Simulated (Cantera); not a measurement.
Input (Python, Cantera) and output of one run.

```python
import numpy as np
import cantera as ct

gas_names = """
    F FO FO2 F2 F2O Mg MgF MgF2 MgO Mg2 Mg2F4 O O2 O3
""".split()
cond_names = """
    Mg(cr) Mg(L) MgF2(s) MgF2(L) MgO(s) MgO(L)
""".split()


# ... load() reads the species with a 1 bar reference pressure and builds the phases ...
atoms = {
    'MgO': {'Mg': 1, 'O': 1},
    'F2': {'F': 2},
}
top_T = {}  # K; cautious upper limits of use, not melting points


# ... equilibrate(T, P, feed) seeds the gas with the atoms and calls Mixture.equilibrate('TP', solver="vcs", rtol=1e-11, max_steps=5000) ...
results = []
T = 1148  # K
P = 2400  # Pa
for m in [1.1, 1.4, 1.9, 2.5, 3.4, 4.5, 6]:
    feed = {'MgO': 1, 'F2': m}  # mol
    mix = equilibrate(T, P, feed)
    results.append((T, P, feed, dict(zip(mix.species_names, mix.species_moles))))

top = {s: max(r[3][s] / sum(r[3][g] for g in gas_names) for r in results) for s in gas_names}
cols = sorted((s for s in top if top[s] > 1e-06), key=lambda s: -top[s])[:9]
seen = [c for c in cond_names if any(r[3].get(c, 0) > 1e-12 for r in results)]
print("log10 of partial pressures in bar; condensed amounts in mol")
print(f"{'n(F2)':>10s}" + "".join(f"{s[:9]:>10s}" for s in cols + seen))
for T, P, feed, n in results:
    ng = sum(n[g] for g in gas_names)
    print(f"{feed['F2']:10.4g}" + "".join(f"{np.log10(max(n[s] / ng * P / 1e5, 1e-99)):10.3f}" for s in cols)
          + "".join(f"{n.get(c, 0):10.4g}" for c in seen))
```

Output:

```
log10 of partial pressures in bar; condensed amounts in mol
     n(F2)         F        O2        F2       FO2        FO   MgF2(s)
       1.1    -2.200    -1.760    -3.496    -6.526    -6.891         1
       1.4    -1.889    -2.011    -2.874    -6.466    -6.706         1
       1.9    -1.790    -2.246    -2.676    -6.602    -6.724         1
       2.5    -1.752    -2.422    -2.600    -6.739    -6.774         1
       3.4    -1.729    -2.597    -2.553    -6.892    -6.838         1
       4.5    -1.716    -2.745    -2.528    -7.027    -6.900         1
         6    -1.707    -2.889    -2.510    -7.162    -6.963         1
```

These are equilibrium values from Cantera (NASA tables, ideal gas, pure condensed phases), not measurements of a reactor.
